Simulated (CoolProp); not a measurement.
The numbers come from the reference Helmholtz-energy equation of state, Akasaka 2020 in CoolProp.

**Question.** For R1123, give the phase and the cv (kJ/(kg K)) at 186.55 °C and 0.0504 MPa; 37.75 °C and 0.0151 MPa.

**Answer.** 
- 186.55 °C and 0.0504 MPa: gas; cv 0.969
- 37.75 °C and 0.0151 MPa: gas; cv 0.764
